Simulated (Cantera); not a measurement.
## Low-pressure radical oxidation in H2/O2

An isothermal, constant-pressure homogeneous reactor starts with H₂ : O₂ = 0.081 : 1 (molar parts), equivalence ratio 0.041, at 1125 K and 8.25 Torr.

Model: GRI-Mech 3.0 (53 species, 325 reactions), integrated in Cantera. Radical loss at walls, strong at low pressure, is not modelled. The temperature is held fixed by assumption; the heat of reaction is taken as removed at once.

```
t (s)         x H₂   x O₂    x H₂O₂     x H₂O       x H
--------  --------  -----  --------  --------  --------
2.00e-6     0.0749  0.925    <1e-12    <1e-12  2.28e-11
5.37e-6     0.0749  0.925    <1e-12    <1e-12  6.00e-11
1.44e-5     0.0749  0.925    <1e-12  1.11e-12  1.53e-10
3.86e-5     0.0749  0.925    <1e-12  1.87e-11  3.73e-10
0.000104    0.0749  0.925    <1e-12  2.75e-10  9.17e-10
0.000278    0.0749  0.925  1.12e-12   3.83e-9   3.33e-9
0.000746    0.0749  0.925  8.14e-12   1.10e-7   4.98e-8
0.00200     0.0748  0.925  2.65e-10  0.000123   5.13e-5
0.00537    0.00225  0.876   1.23e-7    0.0621    0.0176
0.0144     0.00131  0.888   1.07e-7    0.0678    0.0105
0.0386    0.000660  0.906   1.19e-7    0.0735   0.00351
0.104     0.000168  0.918   1.10e-7    0.0767  0.000436
0.278      2.68e-5  0.921   6.95e-8    0.0775   2.80e-5
0.746      4.18e-6  0.922   3.17e-8    0.0777   1.78e-6
2.00       8.00e-7  0.922   1.24e-8    0.0778   1.53e-7
```
x: mole fraction; the columns are a selection and need not sum to one.

Equilibrium at this temperature and pressure: H₂ 1.88e-9, O₂ 0.922, H₂O₂ 9.18e-11, H₂O 0.0778, H 1.85e-11 (gas phase only).
